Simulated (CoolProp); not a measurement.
Vapour-liquid equilibrium of ethane (1) + C2F6 (R116) (2) at 261.7 K; x and y are mole fractions of (1).

Values from CoolProp's multi-fluid Helmholtz-energy mixture model, Bücker 2006 and Lemmon 2006; pair parameters Bell 2016.

| x | bubble pressure (bar) | y at the bubble point | dew pressure at overall composition x (bar) | liquid density (mol/L) |
|---|---|---|---|---|
| 0.05 | 14.56 | 0.096 | 14.02 | 9.027 |
| 0.15 | 16.63 | 0.251 | 15.24 | 9.208 |
| 0.25 | 18.40 | 0.368 | 16.61 | 9.409 |
| 0.35 | 19.77 | 0.459 | 18.11 | 9.651 |
| 0.45 | 20.73 | 0.532 | 19.63 | 9.962 |
| 0.55 | 21.30 | 0.595 | 20.92 | 10.38 |
| 0.65 | 21.52 | 0.654 | 21.51 | 10.94 |
| 0.75 | 21.36 | 0.716 | 21.12 | 11.66 |
| 0.85 | 20.70 | 0.793 | 20.00 | 12.55 |
| 0.95 | 19.19 | 0.909 | 18.61 | 13.58 |

y crosses x between x = 0.65 and 0.75: the model has an azeotrope there.

The pair parameters rest on a limited set of measurements; away from them the model extrapolates.
